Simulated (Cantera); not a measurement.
Charge: 1 mol SiC, 0.028 mol O2, 110 mol N2, at 2.40 mbar.

Method: chemical equilibrium by Gibbs-energy minimisation in Cantera with the NASA 1993 tables (ideal gas, pure condensed phases). Candidate condensed phases: C, Si, SiC, SiO2, Si2N2O, Si3N4; 34 gas species. N2 is the only nitrogen source here; it is nearly inert below about 1500 K, so the nitride shown seldom forms there in practice. Mutual solubility and eutectic melting of coexisting phases are not modelled. Rates play no part.

Q: Which condensed phases are stable at each of these points (T (K)): 975, 1125, 1275, 1425, 1575, 1725, 1875, 2025, 2175?

A: 
```csv
T (K),condensed phases,Si condensed (%)
975,C(graphite) + Si2N2O(s) + Si3N4(s),100.0
1125,C(graphite) + Si2N2O(s) + Si3N4(s),100.0
1275,C(graphite) + Si2N2O(s) + Si3N4(s),100.0
1425,SiC(s) + Si2N2O(s),99.9
1575,SiC(s),97.2
1725,SiC(s),96.7
1875,SiC(s),94.7
2025,C(graphite) + SiC(s),81.9
2175,C(graphite),0.0
```

From 975 K to 1275 K the condensed part is C(graphite) + Si2N2O(s) + Si3N4(s). At 1425 K the condensed part is SiC(s) + Si2N2O(s). From 1575 K to 1875 K the condensed part is SiC(s). At 2025 K the condensed part is C(graphite) + SiC(s). At 2175 K the condensed part is C(graphite).
